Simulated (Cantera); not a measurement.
MgCl2 + N2 + HCl (halide evaporation, hydrolysis and transport)

Charge: 1 mol MgCl2, 450 mol N2, 0.02 mol HCl, equilibrated at 170 Pa.

Cantera equilibrium calculation (NASA polynomials, part measured and part estimated; ideal gas, pure solids and liquids). Candidate condensed phases: Mg, MgCl2, NH4Cl; 18 gas species. Equilibrium is a limit: real reactors are often held back by kinetics, nucleation or transport.

```tsv
T (°C)	log p N2	log p Cl	log p Mg	log p MgCl2	log p MgCl	log p HCl
1277	-2.77	-6.89	-7.22	-5.43	-8.09	-7.13
1327	-2.77	-6.61	-6.94	-5.44	-7.88	-7.13
1377	-2.77	-6.36	-6.68	-5.45	-7.68	-7.13
1427	-2.77	-6.12	-6.44	-5.47	-7.50	-7.13
1477	-2.77	-5.90	-6.22	-5.51	-7.34	-7.14
1527	-2.77	-5.71	-6.02	-5.56	-7.21	-7.15
1577	-2.77	-5.53	-5.84	-5.65	-7.11	-7.16
1627	-2.77	-5.38	-5.69	-5.78	-7.04	-7.17
1677	-2.77	-5.27	-5.58	-5.99	-7.04	-7.20
1727	-2.77	-5.19	-5.50	-6.29	-7.10	-7.24
1777	-2.77	-5.15	-5.46	-6.68	-7.23	-7.31
1827	-2.77	-5.13	-5.44	-7.10	-7.38	-7.42
1877	-2.77	-5.13	-5.43	-7.53	-7.56	-7.56
1927	-2.77	-5.12	-5.43	-7.96	-7.73	-7.74
```
log p: log10 of the partial pressure in bar; nothing condenses.

From 1277 °C to 1927 °C nothing is condensed. The main Mg-bearing gas is MgCl2 at 1277 °C and Mg at 1927 °C.
